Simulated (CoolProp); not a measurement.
Methanol along the isotherm 251.85 °C: density (kg/m³) from the reference equation and from simpler models built on Tc = 240.2 °C, pc = 8.216 MPa, ω = 0.565; each cubic takes its own stable root.

The numbers come from the reference Helmholtz-energy equation of state, de Reuck 1993 in CoolProp.

| p (MPa) | phase | reference | Redlich-Kwong | Soave-Redlich-Kwong | Peng-Robinson |
|---|---|---|---|---|---|
| 0.13 | gas | 0.9586 | 0.9591 | 0.9590 | 0.9596 |
| 0.231 | gas | 1.709 | 1.711 | 1.711 | 1.713 |
| 0.411 | gas | 3.061 | 3.066 | 3.065 | 3.071 |
| 0.731 | gas | 5.510 | 5.526 | 5.522 | 5.541 |
| 1.3 | gas | 10.03 | 10.07 | 10.05 | 10.12 |
| 2.31 | gas | 18.66 | 18.74 | 18.69 | 18.91 |
| 4.11 | gas | 36.77 | 36.79 | 36.55 | 37.34 |
| 7.31 | gas | 87.87 | 86.22 | 83.84 | 87.62 |
| 13 | supercritical | 441.3 | 302.2 | 288.5 | 316.8 |
| 23.1 | supercritical | 530.4 | 371.7 | 364.9 | 404.5 |
| 41.1 | supercritical | 593.1 | 426.5 | 422.3 | 469.2 |
